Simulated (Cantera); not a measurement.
A closed system holds: 1 mol Fe(CO)₅, 0.53 mol H₂, equilibrated at 66.0 Torr.

Cantera equilibrium calculation (NASA polynomials, part measured and part estimated; ideal gas, pure solids and liquids). Candidate condensed phases: C, C₆H₆, C₇H₈, C₈H₁₈, Fe, Fe(CO)₅, FeO, Fe(OH)₂, Fe(OH)₃, Fe₂O₃, Fe₃O₄, H₂O; 114 gas species. Iron dissolves carbon and melts from about 1420 K in contact with it, which pure phases cannot show. Condensed phases not in the tables: cementite and carbon dissolved in iron. Kinetics and transport are ignored.

x: gas mole fraction; n: condensed amount in mol.

```json
[
 {"T (K)": "1125", "x CO": "0.900", "x H₂": "0.0958", "x CO₂": "0.00416", "x H₂O": "0.000487", "x H": "4.64e-8", "n C(graphite)": "0.0255", "n Fe(α)": "1.00", "n Fe(γ)": "0"},
 {"T (K)": "1200", "x CO": "0.903", "x H₂": "0.0958", "x CO₂": "0.00136", "x H₂O": "0.000197", "x H": "2.06e-7", "n C(graphite)": "0.00850", "n Fe(α)": "0", "n Fe(γ)": "1.00"},
 {"T (K)": "1275", "x CO": "0.904", "x H₂": "0.0958", "x CO₂": "?", "x H₂O": "?", "x H": "?", "n C(graphite)": "?", "n Fe(α)": "0", "n Fe(γ)": "1.00"},
 {"T (K)": "1350", "x CO": "0.904", "x H₂": "0.0958", "x CO₂": "0.000210", "x H₂O": "4.37e-5", "x H": "2.49e-6", "n C(graphite)": "0.00137", "n Fe(α)": "0", "n Fe(γ)": "1.00"},
 {"T (K)": "1425", "x CO": "0.904", "x H₂": "0.0958", "x CO₂": "?", "x H₂O": "?", "x H": "?", "n C(graphite)": "?", "n Fe(α)": "0", "n Fe(γ)": "1.000"},
 {"T (K)": "1500", "x CO": "0.904", "x H₂": "0.0958", "x CO₂": "4.77e-5", "x H₂O": "1.31e-5", "x H": "1.84e-5", "n C(graphite)": "0", "n Fe(α)": "0", "n Fe(γ)": "1.000"},
 {"T (K)": "1575", "x CO": "0.904", "x H₂": "0.0958", "x CO₂": "2.54e-5", "x H₂O": "7.82e-6", "x H": "4.34e-5", "n C(graphite)": "0", "n Fe(α)": "0", "n Fe(γ)": "1.000"}
]
```

Q: Some entries are withheld; supply them.

A: 
- 1425, x CO₂: 9.60e-5
- 1425, x H₂O: 2.32e-5
- 1425, x H: 7.12e-6
- 1425, n C(graphite): 0.000639
- 1275, x CO₂: 0.000504
- 1275, x H₂O: 8.88e-5
- 1275, x H: 7.69e-7
- 1275, n C(graphite): 0.00323
